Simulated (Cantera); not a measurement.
A closed system holds: 1 mol CS2, 0.16 mol SO2, 19 mol H2, held at 798 K and 10000 Pa.

Cantera equilibrium calculation (NASA polynomials, part measured and part estimated; ideal gas, pure solids and liquids). Candidate condensed phases: C, C6H6, C7H8, C8H18, H2O, H2SO4, S; 123 gas species. Kinetics and transport are ignored.

Base state: H2 0.812, H2S 0.119, CH4 0.0511, H2O 0.0134, CO 0.00372, CO2 0.000262, COS 1.79e-5 (mole fractions); condensed: gas only.

Q: What changes in the equilibrium state with this change: SO2 from 0.16 to 0.12 mol?

A: 
```csv
species,before,after
H2,0.812,0.818
H2S,0.119,0.117
CH4,0.0511,0.0522
H2O,0.0134,0.0101
CO2,0.000262,0.000150
COS,1.79e-5,1.33e-5
CO,0.00372,0.00283
```
